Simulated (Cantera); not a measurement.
Standard-state values (1 bar) from the NASA 1993 polynomials, evaluated with Cantera. Values are per mole of reaction as written; species without (g) are pure solids or liquids, kept so even where they would boil at 1 bar.

Si₃N₄ + 6 Br₂(g) → 3 SiBr₄(g) + 2 N₂(g), with ΔH° = -687.1 kJ and ΔS° = -64.2 J/K at 300 K.

Task: How far is the shortcut ΔG° ≈ ΔH°(300 K) − T·ΔS°(300 K) from the full temperature-dependent value at 375, 475, 575, 675, 775, 875, 975, 1075, 1175, 1275 K?

Result: 
```csv
T (K),shortcut (kJ),full (kJ),difference (kJ),difference in log10 K
375,-663.0,-663.3,0.3,-0.04
475,-656.6,-658.0,1.4,-0.15
575,-650.1,-653.2,3.1,-0.28
675,-643.7,-648.9,5.2,-0.40
775,-637.3,-644.8,7.5,-0.51
875,-630.9,-640.9,10.1,-0.60
975,-624.5,-637.1,12.6,-0.68
1075,-618.0,-633.3,15.3,-0.74
1175,-611.6,-629.5,17.8,-0.79
1275,-605.2,-625.6,20.4,-0.84
```
The shortcut ignores the heat-capacity change of the reaction.
